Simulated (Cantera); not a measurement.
Feed: 1 mol CH3F, 0.014 mol F2, equilibrated at 2400 K and 0.0150 bar.

Method: chemical equilibrium by Gibbs-energy minimisation in Cantera with the NASA 1993 tables (ideal gas, pure condensed phases). The numbers say what is thermodynamically allowed, not how fast it happens.

```
species             before     after
----------------  --------  --------
HF                   0.489     0.477
H2                   0.424     0.390
H                   0.0845     0.128
C3                 6.54e-6   3.31e-5
C                  2.65e-6   1.11e-5
C2H                3.39e-5   9.96e-5
CF                 3.68e-6   1.07e-5
C4H2               8.47e-6   1.88e-5
F                 0.000155  0.000328
C(graphite), mol     0.987     0.981
```
Gas species are given as mole fractions.

Q: What was changed between the two runs?
A) temperature from 2400 K to 2925 K
B) temperature from 2400 K to 2500 K
C) F2 from 0.014 to 2.4 mol
D) pressure from 0.0150 bar to 1.00 bar

A: B, temperature from 2400 K to 2500 K
